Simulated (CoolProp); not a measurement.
m-xylene along the isotherm 346.85 °C: fugacity coefficient from the reference equation and from simpler models built on Tc = 343.7 °C, pc = 35.35 bar, ω = 0.326; each cubic takes its own stable root.

Computed with CoolProp (reference Helmholtz-energy equation of state, Zhou 2012).

```
p (bar)          phase  reference
-------  -------------  ---------
19.6               gas     0.8078
39.3     supercritical     0.6054
58.9     supercritical     0.4423
78.5     supercritical     0.3602
98.2     supercritical     0.3114
118      supercritical     0.2796
137      supercritical     0.2585
157      supercritical     0.2427
177      supercritical     0.2313
```

Q: How far does each simpler model (van der Waals, Redlich-Kwong, Soave-Redlich-Kwong) lie from the reference over these 9 states: mean and median of the absolute difference, and the worst?

A: 
- van der Waals: mean 21.2 %, median 21.4 %, worst +38.2 % at 346.85 °C and 177 bar
- Redlich-Kwong: mean 8.3 %, median 8.9 %, worst +13.5 % at 346.85 °C and 177 bar
- Soave-Redlich-Kwong: mean 8.7 %, median 9.4 %, worst +14.2 % at 346.85 °C and 177 bar
